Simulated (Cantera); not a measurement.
Cantera run, input and output.

```python
import numpy as np
import cantera as ct

gas = ct.Solution("gri30.yaml")
gas.TPX = 1425, 1200000, {'CH4': 1, 'H2': 1.1, 'O2': 2.63, 'N2': 9.88}
reactor = ct.IdealGasReactor(gas, energy="on", clone=False)
net = ct.ReactorNet([reactor])
net.rtol, net.atol = 1e-08, 1e-16
show = ['CH4', 'H2', 'O2', 'NO2', 'H2O', 'H']
times = np.geomspace(8e-06, 0.3, 11)

steps = ct.SolutionArray(gas, extra=["t"])
rows = []
print(f"{'t/s':>10s}{'T/K':>9s}{'P/Pa':>11s}" + "".join(f"{s:>11s}" for s in show))
for t in times:
    while net.time < t:
        t_next = net.step()
        steps.append(gas.state, t=t_next)
    rows.append([np.interp(t, steps.t, y) for y in (steps.T, steps.P, *steps(*show).X.T)])
    print(f"{t:10.3e}{rows[-1][0]:9.1f}{rows[-1][1]:11.4g}" + "".join(f"{x:11.3e}" for x in rows[-1][2:]))
rate = np.gradient(steps.T, steps.t)
print("integrator steps:", len(steps.t))
if steps.T.max() > steps.T[0] + 200:
    print(f"time of steepest temperature rise: {steps.t[rate.argmax()]:.4e} s")
gas.TPX = 1425, 1200000, {'CH4': 1, 'H2': 1.1, 'O2': 2.63, 'N2': 9.88}
gas.equilibrate("UV")
print(f"equilibrium (UV): T = {gas.T:.1f} K  " + "  ".join(f"{s} {gas[s].X[0]:.3e}" for s in show))
```

Result:

```
       t/s      T/K       P/Pa        CH4         H2         O2        NO2        H2O          H
 8.000e-06   1426.5  1.201e+06  6.819e-02  7.506e-02  1.798e-01  2.763e-14  3.565e-04  1.086e-05
 2.293e-05   3019.1  2.558e+06  3.360e-13  2.012e-02  2.507e-02  2.839e-07  1.738e-01  8.683e-03
 6.575e-05   3115.0  2.617e+06  2.519e-13  1.778e-02  1.703e-02  9.283e-06  1.812e-01  5.828e-03
 1.885e-04   3110.6  2.613e+06  2.609e-13  1.794e-02  1.630e-02  1.069e-05  1.813e-01  5.784e-03
 5.404e-04   3110.6  2.613e+06  2.610e-13  1.794e-02  1.630e-02  1.070e-05  1.813e-01  5.784e-03
 1.549e-03   3110.6  2.613e+06  2.610e-13  1.794e-02  1.630e-02  1.070e-05  1.813e-01  5.784e-03
 4.441e-03   3110.6  2.613e+06  2.610e-13  1.794e-02  1.630e-02  1.070e-05  1.813e-01  5.784e-03
 1.273e-02   3110.6  2.613e+06  2.610e-13  1.794e-02  1.630e-02  1.070e-05  1.813e-01  5.784e-03
 3.650e-02   3110.6  2.613e+06  2.610e-13  1.794e-02  1.630e-02  1.070e-05  1.813e-01  5.784e-03
 1.046e-01   3110.6  2.613e+06  2.610e-13  1.794e-02  1.630e-02  1.070e-05  1.813e-01  5.784e-03
 3.000e-01   3110.6  2.613e+06  2.610e-13  1.794e-02  1.630e-02  1.070e-05  1.813e-01  5.784e-03
integrator steps: 1895
time of steepest temperature rise: 2.2281e-05 s
equilibrium (UV): T = 3110.6 K  CH4 3.247e-13  H2 1.794e-02  O2 1.630e-02  NO2 1.070e-05  H2O 1.813e-01  H 5.784e-03
```

Cantera simulation using GRI-Mech 3.0 (53 species, 325 reactions); the numbers are that mechanism's predictions, not measurements. The pressure lies above the range GRI-Mech 3.0 was tuned for (to about 10 atm). Above 3000 K some thermodynamic fits are extrapolated.
